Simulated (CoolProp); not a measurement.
A single-stage vapour-compression cycle with carbonyl sulfide: evaporating at 193.15 K (dew point), condensing at 257.15 K (bubble point), superheat 8 K, subcooling 2 K, compressor efficiency 0.75, no pressure losses. Each further row changes one setting.

Computed with CoolProp (reference Helmholtz-energy equation of state, Lemmon 2006). It is a short technical equation, of lower accuracy than the large ones.

```tsv
case	cooling COP	pressure ratio	discharge temperature (K)	refrigerating effect (kJ/kg)	volumetric capacity (kJ/m³)
as stated	(withheld)	19.7	423.7	259	187
evaporating temperature 198.15 K	1.94	14.4	404.3	262	(withheld)
condensing temperature 252.15 K	(withheld)	16.5	(withheld)	265	191
subcooling 7 K	1.73	19.7	423.7	265	191
superheat 18 K	1.66	19.7	(withheld)	265	(withheld)
compressor efficiency 0.65	(withheld)	19.7	(withheld)	259	187
```

Q: Complete the blanks.

A: 
- as stated, cooling COP: 1.69
- evaporating temperature 198.15 K, volumetric capacity (kJ/m³): 252
- condensing temperature 252.15 K, cooling COP: 1.88
- condensing temperature 252.15 K, discharge temperature (K): 408.4
- superheat 18 K, discharge temperature (K): 440.0
- superheat 18 K, volumetric capacity (kJ/m³): 182
- compressor efficiency 0.65, cooling COP: 1.47
- compressor efficiency 0.65, discharge temperature (K): 453.2
